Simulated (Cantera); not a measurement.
Cantera run, input and output.

```python
import numpy as np
import cantera as ct

gas = ct.Solution("h2o2.yaml")


def delay(T, t_max=10):
    gas.TPX = T, 1000000, {'H2': 1, 'O2': 0.455, 'N2': 1.71}
    reactor = ct.IdealGasConstPressureReactor(gas, clone=False)
    net = ct.ReactorNet([reactor])
    net.rtol, net.atol = 1e-8, 1e-16
    while net.time < t_max:
        t_old, T_old = net.time, reactor.T
        net.step()
        if reactor.T > T + 400:  # ignition: a rise of 400 K
            return t_old + (T + 400 - T_old) / (reactor.T - T_old) * (net.time - t_old)
    return np.nan


taus = []
for T in [1223, 1273, 1323, 1373, 1423, 1473, 1523]:
    taus.append(delay(T))
    print(f"T0 = {T:6g} K   tau = {taus[-1]:.4e} s")

# d ln(tau) / d ln(k), from doubling and halving each rate constant
T, sens = 1323, []
for i in range(gas.n_reactions):
    gas.set_multiplier(2.0, i)
    up = delay(T)
    gas.set_multiplier(0.5, i)
    down = delay(T)
    gas.set_multiplier(1.0, i)
    sens.append((np.log(up / down) / np.log(4.0), gas.reaction(i).equation))
sens.sort(key=lambda x: -abs(x[0]))
print(f"sensitivities at {T} K")
for s, eq in sens[:10]:
    print(f"{s:8.3f}  {eq}")
```

Output:

```
T0 =   1223 K   tau = 2.7472e-05 s
T0 =   1273 K   tau = 7.3483e-06 s
T0 =   1323 K   tau = 4.0251e-06 s
T0 =   1373 K   tau = 2.7463e-06 s
T0 =   1423 K   tau = 2.0631e-06 s
T0 =   1473 K   tau = 1.6376e-06 s
T0 =   1523 K   tau = 1.3483e-06 s
sensitivities at 1323 K
  -1.594  H + O2 <=> O + OH
   0.470  H + O2 + N2 <=> HO2 + N2
   0.452  H + O2 + M <=> HO2 + M
  -0.168  H2 + O <=> H + OH
  -0.094  H + HO2 <=> 2 OH
   0.088  H + O2 + O2 <=> HO2 + O2
  -0.087  H2 + OH <=> H + H2O
  -0.023  H + HO2 <=> H2 + O2
  -0.015  H + H2O2 <=> H2 + HO2
   0.005  HO2 + OH <=> H2O + O2
```

Computed with Cantera and the H2/O2 subset of GRI-Mech 3.0, which has no nitrogen chemistry. The hydrogen kinetics of GRI-Mech 3.0 are dated; newer H2 mechanisms differ, most at raised pressure. Where the delays flatten at high temperature, the 400 K rule measures the pace of heat release, not the induction time.
